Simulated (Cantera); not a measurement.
An isothermal, constant-pressure homogeneous reactor starts with H2 : O2 = 0.047 : 1 (molar parts), equivalence ratio 0.024, at 1225 K and 0.00247 atm.

Detailed kinetics in Cantera: the H2/O2 subset of GRI-Mech 3.0, which has no nitrogen chemistry. Radical loss at walls, strong at low pressure, is not modelled. The temperature is held fixed by assumption; the heat of reaction is taken as removed at once.

One state of this run: x H2 = 2.35e-6; x O2 = 0.954; x OH = 0.000201; x O = 9.71e-5; x H = 1.13e-6; x H2O2 = 2.26e-9; x HO2 = 2.32e-8. x: mole fraction; the columns are a selection and need not sum to one.

Q: Which value of t (s) does it belong to?
(A) 1.74
(B) 0.00401
(C) 36.3
(D) 13.2

A: C, 36.3
